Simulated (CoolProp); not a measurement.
The fluid at 293.15 K and 0.697 MPa is compressed adiabatically to 3.7 MPa with isentropic efficiency 0.75. The same conditions are run with several fluids, on thermodynamics alone (safety and materials aside).

Model: reference Helmholtz-energy equation of state of each fluid (normal hydrogen: Leachman 2009; CH2F2 (R32): Tillner-Roth 1997; carbon dioxide: Span 1996; hydrogen sulfide: Lemmon 2006), in CoolProp.

| fluid | work (kJ/kg) | final temperature (K) | final phase | final density (kg/m³) |
|---|---|---|---|---|
| normal hydrogen | 3480 | 532.2 | supercritical | 1.66 |
| CH2F2 (R32) | 108 | 427.8 | gas | 61.9 |
| carbon dioxide | 142 | 456.8 | gas | 44.6 |
| hydrogen sulfide | 183 | 481.4 | gas | 33.5 |
